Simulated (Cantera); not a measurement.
An adiabatic, constant-pressure homogeneous reactor starts with CO : H₂ : O₂ : N₂ : H₂O = 1 : 0.16 : 0.322 : 1.21 : 0.67 (molar parts), at 1173 K and 1000000 Pa. Integrator tolerance rtol = 1e-08.

Cantera simulation using GRI-Mech 3.0 (53 species, 325 reactions); the numbers are that mechanism's predictions, not measurements. The hydrogen kinetics of GRI-Mech 3.0 are dated; newer H2 mechanisms differ, most at raised pressure.

Problem. What does this change do: pressure from 1000000 Pa to 1400000 Pa?

Solution. 
| quantity | before | after |
|---|---|---|
| time of steepest temperature rise | 0.243 ms | 0.232 ms |
| temperature at 0.200 s | 2496 K | 2501 K |
| equilibrium temperature | 2496 K | 2501 K |
| x(CO) at 0.200 s | 0.141 (gas-phase equilibrium 0.141) | 0.141 (gas-phase equilibrium 0.141) |
| x(H₂) at 0.200 s | 0.0295 (gas-phase equilibrium 0.0295) | 0.0294 (gas-phase equilibrium 0.0294) |
| x(O₂) at 0.200 s | 0.000231 (gas-phase equilibrium 0.000231) | 0.000173 (gas-phase equilibrium 0.000173) |
| x(NO₂) at 0.200 s | 5.04e-8 (gas-phase equilibrium 5.04e-8) | 4.49e-8 (gas-phase equilibrium 4.49e-8) |
| x(N₂O) at 0.200 s | 6.72e-8 (gas-phase equilibrium 6.72e-8) | 6.94e-8 (gas-phase equilibrium 6.94e-8) |
| x(O) at 0.200 s | 6.88e-5 (gas-phase equilibrium 6.88e-5) | 5.14e-5 (gas-phase equilibrium 5.14e-5) |
| x(CO₂) at 0.200 s | 0.187 (gas-phase equilibrium 0.187) | 0.187 (gas-phase equilibrium 0.187) |
The pressure lies above the range GRI-Mech 3.0 was tuned for (to about 10 atm).

Problem. What does this change do: pressure from 1000000 Pa to 500000 Pa?

Solution. 
```tsv
quantity	before	after
time of steepest temperature rise	0.243 ms	0.226 ms
temperature at 0.200 s	2496 K	2485 K
equilibrium temperature	2496 K	2485 K
x(CO) at 0.200 s	0.141 (gas-phase equilibrium 0.141)	0.142 (gas-phase equilibrium 0.142)
x(H₂) at 0.200 s	0.0295 (gas-phase equilibrium 0.0295)	0.0297 (gas-phase equilibrium 0.0297)
x(O₂) at 0.200 s	0.000231 (gas-phase equilibrium 0.000231)	0.000406 (gas-phase equilibrium 0.000406)
x(NO₂) at 0.200 s	5.04e-8 (gas-phase equilibrium 5.04e-8)	6.21e-8 (gas-phase equilibrium 6.21e-8)
x(N₂O) at 0.200 s	6.72e-8 (gas-phase equilibrium 6.72e-8)	6.17e-8 (gas-phase equilibrium 6.17e-8)
x(O) at 0.200 s	6.88e-5 (gas-phase equilibrium 6.88e-5)	0.000122 (gas-phase equilibrium 0.000122)
x(CO₂) at 0.200 s	0.187 (gas-phase equilibrium 0.187)	0.186 (gas-phase equilibrium 0.186)
```
